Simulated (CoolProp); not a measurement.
Vapour-liquid equilibrium of octamethyltrisiloxane (MDM) (1) + octamethylcyclotetrasiloxane (D4) (2) at 524.8 K; x and y are mole fractions of (1).

Model: multi-fluid Helmholtz-energy mixture model, Thol 2017 and Thol 2015; pair parameters Bell 2016, in CoolProp.

```tsv
x	bubble pressure, mixture model (kPa)	bubble pressure, Raoult's law (kPa)	y, mixture model	y, Raoult's law
0.05	514.2	513.6	0.068	0.075
0.2	554.4	553.8	0.252	0.277
0.35	593.2	594.0	0.416	0.453
0.5	631.7	634.1	0.566	0.606
0.65	670.7	674.3	0.706	0.740
0.8	711.1	714.5	0.838	0.860
0.95	753.5	754.7	0.961	0.967
```

The largest gap from Raoult's law is -0.5 % in bubble pressure, at x = 0.65. No azeotrope shows between x = 0.05 and 0.95.

Pair parameters are fitted to limited data, so mixtures are less certain than the pure fluids.
